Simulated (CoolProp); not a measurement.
Vapour-liquid equilibrium of n-octane (1) + m-xylene (2) at 3.78 bar; x and y are mole fractions of (1).

Values from CoolProp's multi-fluid Helmholtz-energy mixture model, Beckmüller 2019 and Zhou 2012; pair parameters Bell 2016.

```
x     bubble temperature (°C)  y at the bubble point  dew temperature at overall composition x (°C)  liquid density (mol/L)
----  -----------------------  ---------------------  ---------------------------------------------  ----------------------
0.05                    194.9                  0.068                                          195.2                   6.439
0.15                    192.9                  0.194                                          193.6                   6.239
0.25                    191.0                  0.310                                          192.0                   6.047
0.35                    189.3                  0.417                                          190.4                   5.864
0.45                    187.7                  0.518                                          188.8                   5.688
0.55                    186.3                  0.613                                          187.2                   5.520
0.65                    184.9                  0.704                                          185.7                   5.360
0.75                    183.6                  0.791                                          184.2                   5.206
0.85                    182.4                  0.876                                          182.8                   5.058
0.95                    181.3                  0.959                                          181.4                   4.917
```

No azeotrope shows between x = 0.05 and 0.95.

Pair parameters are fitted to limited data, so mixtures are less certain than the pure fluids.
